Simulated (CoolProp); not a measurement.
Diethyl ether along the isobar 1.55 MPa: density (kg/m³) from the reference equation and from simpler models built on Tc = 194.7 °C, pc = 3.717 MPa, ω = 0.282; each cubic takes its own stable root.

Computed with CoolProp (reference Helmholtz-energy equation of state, Thol 2014).

```tsv
T (°C)	phase	reference	ideal gas	van der Waals	Redlich-Kwong	Soave-Redlich-Kwong	Peng-Robinson
159.55	gas	41.69	31.93	38.77	40.38	40.93	41.80
169.25	gas	[?]	31.23	37.40	38.70	39.03	39.83
178.85	gas	37.73	30.57	36.17	37.22	37.40	38.13
188.55	gas	36.17	29.93	35.03	35.87	35.93	36.61
198.25	gas	[?]	29.31	33.97	34.65	34.62	35.25
207.85	gas	33.58	28.73	[?]	33.55	33.45	34.04
217.55	gas	32.48	28.16	32.08	32.53	32.38	32.92
227.25	gas	31.47	27.61	31.22	31.59	31.39	31.90
236.85	gas	30.56	[?]	30.43	30.72	30.48	30.96
```

### Question
What belongs in the gaps?

### Answer

- 169.25, reference: 39.53
- 198.25, reference: 34.80
- 207.85, van der Waals: 33.00
- 236.85, ideal gas: 27.09
